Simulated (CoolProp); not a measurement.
Vapour-liquid equilibrium of ethane (1) + n-perfluorobutane (2) at -61.65 °C; x and y are mole fractions of (1).

The numbers come from the multi-fluid Helmholtz-energy mixture model, Bücker 2006 and Gao 2022; pair parameters Bell 2016 in CoolProp.

| x | bubble pressure (bar) | y at the bubble point | dew pressure at overall composition x (bar) | liquid density (mol/L) |
|---|---|---|---|---|
| 0.05 | 0.5382 | 0.930 | 0.04049 | 7.796 |
| 0.2 | 1.817 | 0.980 | 0.04808 | 8.553 |
| 0.35 | 2.495 | 0.987 | 0.05917 | 9.446 |
| 0.5 | 2.736 | 0.988 | 0.07687 | 10.53 |
| 0.65 | 2.846 | 0.989 | 0.1097 | 11.87 |
| 0.8 | 3.024 | 0.991 | 0.1914 | 13.60 |
| 0.95 | 3.378 | 0.997 | 0.7489 | 15.93 |

No azeotrope shows between x = 0.05 and 0.95.

Pair parameters are fitted to limited data, so mixtures are less certain than the pure fluids. With so large a gap from Raoult's law the liquid may split in two, which this calculation doesn't test in full.
